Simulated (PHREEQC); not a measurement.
Make-up at 27 °C: 5.8 mmol/kgw H3PO4 and 0.34 mmol/kgw NaOH. Closed to the air; pH follows from the charge balance.

Equilibrium calculation in PHREEQC: ion-association model, phreeqc.dat.

```tsv
quantity	before	after
pH	2.47	2.70
ionic strength (mol/kgw)	0.00393	0.00226
H2PO4- (mol/kgw)	0.00393	0.00226
H3PO4 (mol/kgw)	0.00187	0.000642
HPO4-2 (mol/kgw)	8.95e-8	8.34e-8
```

**Question.** Which change was made?
A) H3PO4 from 0.0058 to 0.00522 mol/kgw
B) NaOH from 0.00034 to 0.00051 mol/kgw
C) NaOH from 0.00034 to 6.8e-05 mol/kgw
D) diluted 2-fold with water
E) NaOH from 0.00034 to 0.0034 mol/kgw

**Answer.** D, diluted 2-fold with water

No solid was allowed to form.
